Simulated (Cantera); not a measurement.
## Thermodynamics of abatement and gas-phase synthesis, feed CO2 + SO2 + O2

Charge: 1 mol CO2, 0.6 mol SO2, 0.58 mol O2, at 11.0 Pa.

Cantera equilibrium calculation (NASA polynomials, part measured and part estimated; ideal gas, pure solids and liquids). Candidate condensed phases: C, S; 22 gas species. Equilibrium is a limit: real reactors are often held back by kinetics, nucleation or transport.

| T (K) | x CO2 | x O2 | x SO2 | x CO | x O | x SO |
|---|---|---|---|---|---|---|
| 1423 | 0.459 | 0.266 | 0.275 | 0.000123 | 6.62e-5 | 4.82e-6 |
| 1523 | 0.458 | 0.266 | 0.275 | 0.000582 | 0.000271 | 2.57e-5 |
| 1623 | 0.456 | 0.266 | 0.275 | 0.00226 | 0.000936 | 0.000112 |
| 1723 | 0.449 | 0.267 | 0.273 | 0.00740 | 0.00280 | 0.000406 |
| 1823 | 0.431 | 0.269 | 0.270 | 0.0206 | 0.00747 | 0.00127 |
| 1923 | 0.394 | 0.274 | 0.262 | 0.0486 | 0.0181 | 0.00343 |
| 2023 | 0.330 | 0.279 | 0.247 | 0.0954 | 0.0401 | 0.00815 |
| 2123 | 0.246 | 0.278 | 0.223 | 0.155 | 0.0818 | 0.0171 |
x: gas mole fraction; nothing condenses.

From 1423 K to 2123 K nothing is condensed. The main C-bearing gas is CO2 throughout.
